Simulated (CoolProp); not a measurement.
The numbers come from the reference Helmholtz-energy equation of state, Thol 2019 in CoolProp.

Q: Give the vapour pressure (bar), vapour density (kg/m³), liquid cp (kJ/(kg K)) of saturated dodecamethylpentasiloxane (MD3M) at 215.55, 219.75 °C.

A: 
```json
[
 {"T (°C)": "215.55", "p (bar)": "0.720", "vapour density (kg/m³)": "7.45", "liquid cp (kJ/(kg K))": "2.13"},
 {"T (°C)": "219.75", "p (bar)": "0.798", "vapour density (kg/m³)": "8.24", "liquid cp (kJ/(kg K))": "2.14"}
]
```
